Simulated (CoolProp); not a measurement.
Cyclopropane along the isobar 37 bar: fugacity coefficient from the reference equation and from simpler models built on Tc = 125.5 °C, pc = 56.05 bar, ω = 0.131; each cubic takes its own stable root.

Values from CoolProp's reference Helmholtz-energy equation of state, Polt 1992. This equation is an older, rougher fit; its heat capacities, sound speeds and derivatives of the liquid may be far off and weren't checked against measurements.

```json
[
 {"T (°C)": "69.35", "phase": "liquid", "reference": "0.4610"},
 {"T (°C)": "78.05", "phase": "liquid", "reference": "0.5297"},
 {"T (°C)": "86.75", "phase": "liquid", "reference": "0.6024"},
 {"T (°C)": "95.45", "phase": "liquid", "reference": "0.6780"},
 {"T (°C)": "104.15", "phase": "gas", "reference": "0.7339"},
 {"T (°C)": "112.85", "phase": "gas", "reference": "0.7544"},
 {"T (°C)": "121.55", "phase": "gas", "reference": "0.7723"},
 {"T (°C)": "130.25", "phase": "gas", "reference": "0.7880"},
 {"T (°C)": "138.95", "phase": "gas", "reference": "0.8021"},
 {"T (°C)": "147.65", "phase": "gas", "reference": "0.8146"},
 {"T (°C)": "156.35", "phase": "gas", "reference": "0.8260"},
 {"T (°C)": "165.05", "phase": "gas", "reference": "0.8362"},
 {"T (°C)": "173.75", "phase": "gas", "reference": "0.8455"},
 {"T (°C)": "182.45", "phase": "gas", "reference": "0.8540"},
 {"T (°C)": "191.15", "phase": "gas", "reference": "0.8617"},
 {"T (°C)": "199.85", "phase": "gas", "reference": "0.8687"}
]
```

Task: How far does each simpler model (Redlich-Kwong, Peng-Robinson) lie from the reference over these 16 states: mean and median of the absolute difference, and the worst?

Result: 
- Redlich-Kwong: mean 1.9 %, median 0.2 %, worst +9.1 % at 69.35 °C and 37 bar
- Peng-Robinson: mean 1.5 %, median 1.6 %, worst -2.1 % at 130.25 °C and 37 bar
